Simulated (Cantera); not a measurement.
Input: 1 mol BCl3, 0.14 mol H2O, 0.15 mol N2, held at 998.15 K and 31000 Pa.

Method: chemical equilibrium by Gibbs-energy minimisation in Cantera with the NASA 1993 tables (ideal gas, pure condensed phases). Candidate condensed phases: B, BN, B2O3, B3O3H3, H2O, NH4Cl; 49 gas species. The numbers say what is thermodynamically allowed, not how fast it happens.

Base state: BCl3 0.643, HCl 0.209, N2 0.112, B3O3Cl3 0.0349 (mole fractions); condensed: gas only.

### Question
What changes in the equilibrium state with this change: H2O from 0.14 to 0.83 mol?

### Answer
| species | before | after |
|---|---|---|
| HCl | 0.209 | 0.736 |
| BCl3 | 0.643 | 0.164 |
| N2 | 0.112 | 0.0665 |
| B3O3Cl3 | 0.0349 | 0.0341 |
| B2O3(l), mol | 0 | 0.200 |
